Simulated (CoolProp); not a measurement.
Vapour-liquid equilibrium of propylene (1) + R115 (2) at -52.25 °C; x and y are mole fractions of (1).

The numbers come from the multi-fluid Helmholtz-energy mixture model, Lemmon 2013 and Lemmon 2016; pair parameters Bell 2016 in CoolProp.

### Question
Give the bubble pressure and the first vapour's composition at x = 0.425, 0.875, 0.95. Is there an azeotrope?

### Answer
x = 0.425: 0.08830 MPa, y = 0.585; x = 0.875: 0.09013 MPa, y = 0.815; x = 0.95: 0.08626 MPa, y = 0.905. y crosses x between x = 0.65 and 0.725: the model has an azeotrope there.

The pair parameters rest on a limited set of measurements; away from them the model extrapolates.
